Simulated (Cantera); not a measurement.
Input (Python, Cantera):

```python
import numpy as np
import cantera as ct

gas = ct.Solution("gri30.yaml")
gas.TPX = 1575, 1000000, {'CH4': 1, 'C2H6': 0.065, 'C3H8': 0.46, 'O2': 11.3, 'N2': 42.6, 'CO2': 8}
reactor = ct.IdealGasConstPressureReactor(gas, energy="on", clone=False)
net = ct.ReactorNet([reactor])
net.rtol, net.atol = 1e-08, 1e-16
show = ['CH4', 'C2H6', 'C3H8', 'H2', 'CH3']
times = np.geomspace(1e-06, 0.5, 14)

steps = ct.SolutionArray(gas, extra=["t"])
rows = []
print(f"{'t/s':>10s}{'T/K':>9s}{'P/Pa':>11s}" + "".join(f"{s:>11s}" for s in show))
for t in times:
    while net.time < t:
        t_next = net.step()
        steps.append(gas.state, t=t_next)
    rows.append([np.interp(t, steps.t, y) for y in (steps.T, steps.P, *steps(*show).X.T)])
    print(f"{t:10.3e}{rows[-1][0]:9.1f}{rows[-1][1]:11.4g}" + "".join(f"{x:11.3e}" for x in rows[-1][2:]))
rate = np.gradient(steps.T, steps.t)
print("integrator steps:", len(steps.t))
if steps.T.max() > steps.T[0] + 200:
    print(f"time of steepest temperature rise: {steps.t[rate.argmax()]:.4e} s")
gas.TPX = 1575, 1000000, {'CH4': 1, 'C2H6': 0.065, 'C3H8': 0.46, 'O2': 11.3, 'N2': 42.6, 'CO2': 8}
gas.equilibrate("HP")
print(f"equilibrium (HP): T = {gas.T:.1f} K  " + "  ".join(f"{s} {gas[s].X[0]:.3e}" for s in show))
```

It prints:

```
       t/s      T/K       P/Pa        CH4       C2H6       C3H8         H2        CH3
 1.000e-06   1573.7      1e+06  1.573e-02  1.014e-03  7.054e-03  3.666e-05  2.107e-04
 2.744e-06   1573.1      1e+06  1.553e-02  1.040e-03  6.481e-03  1.924e-04  5.394e-04
 7.529e-06   1585.6      1e+06  1.436e-02  1.266e-03  4.083e-03  1.249e-03  7.307e-04
 2.066e-05   2075.8      1e+06  9.277e-12  7.604e-21  5.174e-30  8.238e-04  3.530e-11
 5.669e-05   2239.3      1e+06  4.737e-16  3.398e-29 -9.896e-39  1.807e-04  2.823e-15
 1.556e-04   2258.2      1e+06  1.121e-16  1.310e-30 -5.368e-44  9.979e-05  5.265e-16
 4.269e-04   2258.4      1e+06  7.765e-18  6.672e-33  3.229e-48  9.844e-05  3.629e-17
 1.171e-03   2258.2      1e+06  1.960e-20  2.194e-37  3.031e-51  9.832e-05  9.191e-20
 3.214e-03   2257.5      1e+06  1.597e-20 -6.983e-37 -2.399e-52  9.800e-05  7.483e-20
 8.819e-03   2255.6      1e+06  1.556e-20  7.996e-38 -1.716e-54  9.717e-05  7.251e-20
 2.420e-02   2251.4      1e+06  1.460e-20  6.278e-38  3.027e-53  9.529e-05  6.724e-20
 6.641e-02   2244.9      1e+06  1.320e-20  5.851e-38  5.669e-55  9.243e-05  5.966e-20
 1.822e-01   2241.3      1e+06  1.248e-20  5.264e-38  4.860e-55  9.089e-05  5.580e-20
 5.000e-01   2241.1      1e+06  1.243e-20  5.229e-38  4.813e-55  9.080e-05  5.557e-20
integrator steps: 1529
time of steepest temperature rise: 1.5789e-05 s
equilibrium (HP): T = 2241.1 K  CH4 1.858e-20  C2H6 8.710e-38  C3H8 9.253e-55  H2 9.080e-05  CH3 8.304e-20
```

Computed with Cantera and GRI-Mech 3.0 (53 species, 325 reactions).
